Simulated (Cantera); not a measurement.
Input (Python, Cantera):

```python
import numpy as np
import cantera as ct

gas = ct.Solution("h2o2.yaml")
gas.TPX = 575, 14000, {'H2': 1, 'O2': 0.294, 'N2': 1.11}
flame = ct.FreeFlame(gas, width=0.16)
flame.set_refine_criteria(ratio=3, slope=0.08, curve=0.16)
flame.transport_model = "mixture-averaged"
flame.solve(loglevel=0, auto=True)
z, T = flame.grid, flame.T
thick = (T[-1] - T[0]) / np.gradient(T, z).max()
show = ['H2', 'O2', 'H2O', 'H', 'O', 'OH']
print(f"laminar burning velocity  {flame.velocity[0] * 100:.3f} cm/s")
print(f"burnt temperature         {T[-1]:.1f} K")
print(f"thermal thickness         {thick * 1e3:.4f} mm")
print(f"grid points               {len(z)}")
z0 = z[flame.heat_release_rate.argmax()]
print(f"{'z/mm':>9s}{'T/K':>9s}{'u/(m/s)':>9s}" + "".join(f"{s:>11s}" for s in show))
rows = []
for k in (-3, -2, -1.5, -1, -0.5, -0.25, 0, 0.25, 0.5, 1, 2, 4, 8):
    zz = z0 + k * thick
    rows.append([k * thick, np.interp(zz, z, T), np.interp(zz, z, flame.velocity),
                 *(np.interp(zz, z, flame.X[gas.species_index(s)]) for s in show)])
    print(f"{rows[-1][0] * 1e3:9.3f}{rows[-1][1]:9.1f}{rows[-1][2]:9.3f}" + "".join(f"{x:11.3e}" for x in rows[-1][3:]))
```

Result:

```
laminar burning velocity  645.449 cm/s
burnt temperature         2328.9 K
thermal thickness         5.6635 mm
grid points               135
     z/mm      T/K  u/(m/s)         H2         O2        H2O          H          O         OH
  -16.991    575.0    6.454  4.160e-01  1.223e-01  5.862e-15  1.710e-15  1.919e-17  9.613e-19
  -11.327    575.0    6.454  4.160e-01  1.223e-01  7.632e-13  8.675e-12  7.384e-14  4.167e-15
   -8.495    575.0    6.454  4.160e-01  1.223e-01  3.810e-11  7.340e-10  4.986e-12  3.175e-13
   -5.664    575.0    6.455  4.160e-01  1.223e-01  2.666e-08  2.914e-07  1.563e-09  3.441e-10
   -2.832    585.4    6.562  4.143e-01  1.221e-01  6.572e-04  4.816e-04  9.542e-06  3.185e-05
   -1.416    717.5    7.957  3.898e-01  1.181e-01  1.219e-02  1.182e-02  2.403e-04  2.810e-04
    0.000   1104.0   11.922  2.419e-01  6.846e-02  1.157e-01  8.753e-02  5.550e-03  2.405e-03
    1.416   1359.6   14.530  1.351e-01  9.972e-03  2.276e-01  1.320e-01  5.807e-03  4.750e-03
    2.832   1456.8   15.468  1.309e-01  4.609e-03  2.393e-01  1.264e-01  5.000e-03  5.735e-03
    5.664   1572.1   16.556  1.389e-01  3.753e-03  2.422e-01  1.114e-01  4.702e-03  6.975e-03
   11.327   1704.0   17.767  1.483e-01  3.047e-03  2.456e-01  9.384e-02  4.097e-03  8.098e-03
   22.654   1844.1   19.017  1.575e-01  2.240e-03  2.504e-01  7.548e-02  3.198e-03  8.734e-03
   45.308   1981.2   20.206  1.659e-01  1.469e-03  2.561e-01  5.777e-02  2.196e-03  8.578e-03
```

Model: the H2/O2 subset of GRI-Mech 3.0, which has no nitrogen chemistry, integrated in Cantera. Burning velocities carry a grid error of a few per cent, more on coarse grids.
